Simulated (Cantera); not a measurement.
An adiabatic, constant-pressure homogeneous reactor starts with H₂ : O₂ : N₂ : NO = 1 : 0.278 : 1.58 : 0.0093 (molar parts), at 1800 K and 0.810 bar.

Detailed kinetics in Cantera: GRI-Mech 3.0 (53 species, 325 reactions).

### Question
Predict: time of steepest temperature rise; temperature at 2.00 s; equilibrium temperature; x(H₂) at 2.00 s; x(O₂) at 2.00 s; x(NO) at 2.00 s; x(H₂O) at 2.00 s; x(OH) at 2.00 s; x(NO₂) at 2.00 s.

### Answer
```json
{
 "time_of_steepest_temperature_rise": "9.15 µs",
 "temperature at 2.00 s": "2808 K",
 "equilibrium_temperature": "2808 K",
 "x(H₂) at 2.00 s": "0.157 (gas-phase equilibrium 0.157)",
 "x(O₂) at 2.00 s": "0.000956 (gas-phase equilibrium 0.000956)",
 "x(NO) at 2.00 s": "0.00219 (gas-phase equilibrium 0.00219)",
 "x(H₂O) at 2.00 s": "0.193 (gas-phase equilibrium 0.193)",
 "x(OH) at 2.00 s": "0.0130 (gas-phase equilibrium 0.0130)",
 "x(NO₂) at 2.00 s": "8.87e-8 (gas-phase equilibrium 8.87e-8)"
}
```
